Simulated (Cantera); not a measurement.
Input: 1 mol HBr, 1.2 mol H2O, at 2.80 bar.

Method: chemical equilibrium by Gibbs-energy minimisation in Cantera with the NASA 1993 tables (ideal gas, pure condensed phases). Candidate condensed phases: Br2, H2O; 12 gas species. The numbers say what is thermodynamically allowed, not how fast it happens.

Q: At 2400 K, list the 6 most abundant gas species with their mole fractions, and the condensed phases.

A: H2O 0.505, HBr 0.293, Br 0.128, H2 0.0665, OH 0.00342, H 0.00245. Condensed: gas only.
